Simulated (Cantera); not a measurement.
Feed: 1 mol CS2, 0.06 mol SO2, 15 mol H2, at 30000 Torr.

Cantera equilibrium calculation (NASA polynomials, part measured and part estimated; ideal gas, pure solids and liquids). Candidate condensed phases: C, C6H6, C7H8, C8H18, H2O, H2SO4, S; 123 gas species. The ideal-gas law is rough above about 30 bar. The numbers say what is thermodynamically allowed, not how fast it happens.

Task: At 1823 K, list the 7 most abundant gas species with their mole fractions, and the condensed phases.

Result: H2 0.836, H2S 0.131, CH4 0.0200, CO 0.00795, CS2 0.00272, SH 0.00105, S2 0.000607. Condensed: C(graphite).
